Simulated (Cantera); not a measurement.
What does this Cantera script print?

```python
import numpy as np
import cantera as ct

gas_names = """
    CL CL2 H HCL H2 N NH NH2 NH3 N2 N2H2 N2H4 Si SiCL SiCL2 SiCL3 SiCL4 SiH SiHCL3 SiH2 SiH2CL2 SiH3
    SiH3CL SiH4 SiN Si2 Si2N Si3
""".split()
cond_names = """
    NH4CL(a) NH4CL(b) Si(cr) Si(L) Si3N4(a)
""".split()


# ... load() reads the species with a 1 bar reference pressure and builds the phases ...
atoms = {
    'SiHCl3': {'Si': 1, 'H': 1, 'CL': 3},
    'N2': {'N': 2},
}
top_T = {'Si3N4(a)': 2400}  # K; cautious upper limits of use, not melting points


# ... equilibrate(T, P, feed) seeds the gas with the atoms and calls Mixture.equilibrate('TP', solver="vcs", rtol=1e-11, max_steps=5000) ...
results = []
feed = {'SiHCl3': 1, 'N2': 3}  # mol
T = 948  # K
P = 80000  # Pa
mix = equilibrate(T, P, feed)
results.append((T, P, feed, dict(zip(mix.species_names, mix.species_moles))))
print(gas.report(threshold=0.0001))
for i in range(1, mix.n_phases):
    print(f"{mix.phase(i).name:16s} {mix.phase_moles(i):12.5e} mol")
```

It prints:

```
       temperature   948 K
          pressure   80000 Pa
           density   0.49145 kg/m^3
  mean mol. weight   48.421 kg/kmol
   phase of matter   gas

                          1 kg             1 kmol
                     ---------------   ---------------
          enthalpy        -1.704e+06       -8.2509e+07  J
   internal energy       -1.8668e+06       -9.0391e+07  J
           entropy            5459.5        2.6435e+05  J/K
    Gibbs function       -6.8796e+06       -3.3312e+08  J
 heat capacity c_p             879.6             42591  J/K
 heat capacity c_v            707.89             34277  J/K

                      mass frac. Y      mole frac. X     chem. pot. / RT
                     ---------------   ---------------   ---------------
               HCL           0.11678            0.1551           -37.942
                H2         0.0017996          0.043223           -20.739
                N2           0.38133            0.6591           -25.366
             SiCL4           0.49957           0.14239           -131.62
            SiHCL3        0.00049986         0.0001787           -114.42
     [  +23 minor]        2.4712e-05        1.3176e-05

Si(cr)            0.00000e+00 mol
Si3N4(a)          1.36735e-01 mol
```

Equilibrium computed with Cantera from the NASA thermochemical tables; the gas is ideal and each condensed phase is pure. N2 is the only nitrogen source here; it is nearly inert below about 1500 K, so the nitride shown seldom forms there in practice.
